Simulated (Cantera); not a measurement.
Abatement and gas-phase synthesis: HI + H2O + H2

Feed: 1 mol HI, 0.65 mol H2O, 1.7 mol H2, at 2100 K.

Method: chemical equilibrium by Gibbs-energy minimisation in Cantera with the NASA 1993 tables (ideal gas, pure condensed phases). Candidate condensed phases: H2O, I2; 12 gas species. The ideal-gas law is rough above about 30 bar. Rates play no part.

```csv
P (Pa),x H2,x I,x HI,x H,x H2O
10,0.417,0.231,0.000702,0.201,0.139
200,0.531,0.250,0.00383,0.0508,0.163
3900,0.559,0.243,0.0169,0.0118,0.169
77000,0.556,0.204,0.0628,0.00265,0.174
1500000,0.540,0.117,0.157,0.000591,0.183
30000000,0.526,0.0398,0.235,0.000130,0.190
```
x: gas mole fraction; nothing condenses.

From 0.0750 Torr to 225000 Torr nothing is condensed.
